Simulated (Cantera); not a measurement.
Charge: 1 mol AlCl3, 6.3 mol O2, 28 mol N2, at 368 Torr.

Method: chemical equilibrium by Gibbs-energy minimisation in Cantera with the NASA 1993 tables (ideal gas, pure condensed phases). Candidate condensed phases: Al, AlCl3, AlN, Al2O3; 24 gas species. Condensed phases not in the tables: AlOCl. Rates play no part.

### Question
At 723 K, list the 3 most abundant gas species with their mole fractions, and the condensed phases.

### Answer
N2 0.799, O2 0.158, Cl2 0.0428. Condensed: Al2O3(s).
